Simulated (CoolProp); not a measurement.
Computed with CoolProp (reference Helmholtz-energy equation of state, Lemmon 2006). It is a short technical equation, of lower accuracy than the large ones.

Problem. Give the vapour pressure (kPa), liquid density (kg/m³), enthalpy of vaporisation (kJ/kg), vapour Z of saturated C3F8 (R218) at 223.4, 229.3 K.

Solution. 
| T (K) | p (kPa) | liquid density (kg/m³) | enthalpy of vaporisation (kJ/kg) | vapour Z |
|---|---|---|---|---|
| 223.4 | 54.1 | 1660 | 110 | 0.965 |
| 229.3 | 72.8 | 1640 | 108 | 0.957 |
